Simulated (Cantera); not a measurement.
Cantera run:

```python
import numpy as np
import cantera as ct

gas_names = """
    C2H2,acetylene CH4
""".split()
cond_names = """
    Ta(cr) Ta(L) TaC(s) TaC(L)
""".split()


# ... load() reads the species with a 1 bar reference pressure and builds the phases ...
species = {s.name: s for s in load("nasa_gas.yaml", gas_names) + load("nasa_condensed.yaml", cond_names)}
# Each term lists the table entries of one substance; the one whose range holds T is used.
reactions = {
    '3 Ta + 2 C2H2(g) = CH4(g) + 3 TaC':
        [(-3, ['Ta(cr)', 'Ta(L)']), (-2, ['C2H2,acetylene']), (1, ['CH4']), (3, ['TaC(s)', 'TaC(L)'])],
}


def pick(names, T):
    return next(species[n] for n in names if species[n].thermo.min_temp <= T <= species[n].thermo.max_temp)


results = []
for label, terms in reactions.items():
    print(label)
    print("     T/K   dH/kJ  dS/(J/K)   dG/kJ   log10 K")
    for T in [1298, 1398, 1498, 1598, 1698, 1798, 1898, 1998, 2098, 2198, 2298]:
        used = [(nu, pick(names, T)) for nu, names in terms]
        dH = sum(nu * s.thermo.h(T) for nu, s in used) / 1e6
        dS = sum(nu * s.thermo.s(T) for nu, s in used) / 1e3
        dG = dH - T * dS / 1e3
        logK = -dG * 1e6 / (ct.gas_constant * T * np.log(10))
        results.append((label, T, dH, dS, dG, logK, [s.name for _, s in used]))
        print(f"{T:8g} {dH:8.1f} {dS:8.1f} {dG:8.1f} {logK:8.2f}")
```

Output:

```
3 Ta + 2 C2H2(g) = CH4(g) + 3 TaC
     T/K   dH/kJ  dS/(J/K)   dG/kJ   log10 K
    1298   -962.9   -217.7   -680.3    27.38
    1398   -961.6   -216.7   -658.6    24.61
    1498   -960.1   -215.7   -637.0    22.21
    1598   -958.4   -214.6   -615.5    20.12
    1698   -956.6   -213.5   -594.1    18.27
    1798   -954.7   -212.4   -572.8    16.64
    1898   -952.6   -211.3   -551.6    15.18
    1998   -950.4   -210.2   -530.5    13.87
    2098   -948.1   -209.0   -509.5    12.69
    2198   -945.7   -207.9   -488.7    11.61
    2298   -943.2   -206.8   -468.0    10.64
```

Standard-state values (1 bar) from the NASA 1993 polynomials, evaluated with Cantera. TaC: taken at fixed stoichiometry. Condensed species are held in their standard states even where they would react or evaporate.
